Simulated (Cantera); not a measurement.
Charge: 1 mol borazine, 1.9 mol H₂O, held at 100000 Pa.

Method: chemical equilibrium by Gibbs-energy minimisation in Cantera with the NASA 1993 tables (ideal gas, pure condensed phases). Candidate condensed phases: B, BN, B₂O₃, B₃O₃H₃, H₂O; 39 gas species. The feed counts by its element totals alone. Mutual solubility and eutectic melting of coexisting phases are not modelled. Gases not in the tables: H₃BO₃. Kinetics and transport are ignored. All values below are at 1350 K.

Base state: H₂ 0.883, N₂ 0.113, H₂O 0.00356, HBO₂ 0.000327, NH₃ 2.86e-5, HBO 1.57e-5 (mole fractions); condensed: BN(s) + B₂O₃(l).

Task: What changes in the equilibrium state with this change: H₂O from 1.9 to 0.42 mol?

Result: 
```json
[
 {"species": "H₂", "before": "0.883", "after": "0.959"},
 {"species": "N₂", "before": "0.113", "after": "0.0384"},
 {"species": "H₂O", "before": "0.00356", "after": "0.00269"},
 {"species": "HBO₂", "before": "0.000327", "after": "0.000284"},
 {"species": "NH₃", "before": "2.86e-5", "after": "1.88e-5"},
 {"species": "HBO", "before": "1.57e-5", "after": "1.96e-5"},
 {"species": "BN(s), mol", "before": "1.75", "after": "2.73"},
 {"species": "B₂O₃(l), mol", "before": "0.626", "after": "0.136"}
]
```
